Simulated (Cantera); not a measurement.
Feed: 1 mol MgCO3, 9.6 mol CO2, 0.98 mol H2, equilibrated at 1398.15 K and 100000 Pa.

Method: chemical equilibrium by Gibbs-energy minimisation in Cantera with the NASA 1993 tables (ideal gas, pure condensed phases). Candidate condensed phases: C, C6H6, C7H8, C8H18, H2O, Mg, MgCO3, MgO, Mg(OH)2; 116 gas species. The numbers say what is thermodynamically allowed, not how fast it happens.

Base state: CO2 0.834, CO 0.0810, H2O 0.0810, H2 0.00363 (mole fractions); condensed: MgO(s).

**Question.** What changes in the equilibrium state with this change: H2 from 0.98 to 1.6 mol?

**Answer.** 
```tsv
species	before	after
CO2	0.834	0.747
H2O	0.0810	0.122
CO	0.0810	0.122
H2	0.00363	0.00920
MgO(s), mol	1.00	1.00
```
